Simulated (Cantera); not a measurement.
# Fluorocarbon and chlorocarbon gases: CCl₄ + H₂

Input: 1 mol CCl₄, 1.4 mol H₂, at 3.10 Pa.

These are equilibrium values from Cantera (NASA tables, ideal gas, pure condensed phases), not measurements of a reactor. Candidate condensed phases: C, C₆H₆, C₇H₈, C₈H₁₈; 91 gas species. Equilibrium is a limit: real reactors are often held back by kinetics, nucleation or transport.

From 1150 K to 2450 K the condensed part is C(graphite).

| T (K) | x HCl | x Cl | x H | x Cl₂ | x H₂ | n C(graphite) |
|---|---|---|---|---|---|---|
| 1150 | 0.763 | 0.148 | 8.18e-10 | 0.0897 | 3.73e-9 | 1.00 |
| 1250 | 0.722 | 0.247 | 1.88e-8 | 0.0311 | 4.70e-8 | 1.00 |
| 1350 | 0.705 | 0.288 | 3.74e-7 | 0.00707 | 7.62e-7 | 1.00 |
| 1450 | 0.701 | 0.297 | 5.54e-6 | 0.00161 | 1.06e-5 | 1.00 |
| 1550 | 0.700 | 0.300 | 5.97e-5 | 0.000425 | 0.000111 | 1.00 |
| 1650 | 0.697 | 0.302 | 0.000482 | 0.000131 | 0.000874 | 1.000 |
| 1750 | 0.682 | 0.310 | 0.00295 | 4.86e-5 | 0.00500 | 1.000 |
| 1850 | 0.628 | 0.340 | 0.0131 | 2.28e-5 | 0.0184 | 1.000 |
| 1950 | 0.520 | 0.398 | 0.0415 | 1.34e-5 | 0.0406 | 1.000 |
| 2050 | 0.375 | 0.468 | 0.0984 | 8.59e-6 | 0.0583 | 0.999 |
| 2150 | 0.230 | 0.528 | 0.183 | 5.45e-6 | 0.0585 | 0.998 |
| 2250 | 0.120 | 0.564 | 0.274 | 3.30e-6 | 0.0422 | 0.993 |
| 2350 | 0.0549 | 0.578 | 0.341 | 1.94e-6 | 0.0232 | 0.967 |
| 2450 | 0.0235 | 0.579 | 0.376 | 1.14e-6 | 0.0109 | 0.824 |
x: gas mole fraction; n: condensed amount in mol.
